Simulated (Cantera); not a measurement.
A perfectly stirred reactor is fed with 0.532 % H2, 87.3 % O2, 12.2 % N2, at 0.0250 bar; it is held at 998 K, and followed from long to short residence time.

Model: GRI-Mech 3.0 (53 species, 325 reactions), integrated in Cantera. Radical loss at walls, strong at low pressure, is not modelled.

### Question
Predict: x(H2) at τ = 0.560 s; x(O2) at τ = 0.560 s; x(OH) at τ = 0.560 s; x(HO2) at τ = 0.560 s; x(H2) at τ = 18.0 ms; x(O2) at τ = 18.0 ms; x(OH) at τ = 18.0 ms; x(HO2) at τ = 18.0 ms.

### Answer
* **x(H2) at τ = 0.560 s**: 0.000150
* **x(O2) at τ = 0.560 s**: 0.872
* **x(OH) at τ = 0.560 s**: 9.73e-5
* **x(HO2) at τ = 0.560 s**: 1.24e-6
* **x(H2) at τ = 18.0 ms**: 0.00103
* **x(O2) at τ = 18.0 ms**: 0.871
* **x(OH) at τ = 18.0 ms**: 0.000376
* **x(HO2) at τ = 18.0 ms**: 3.79e-6
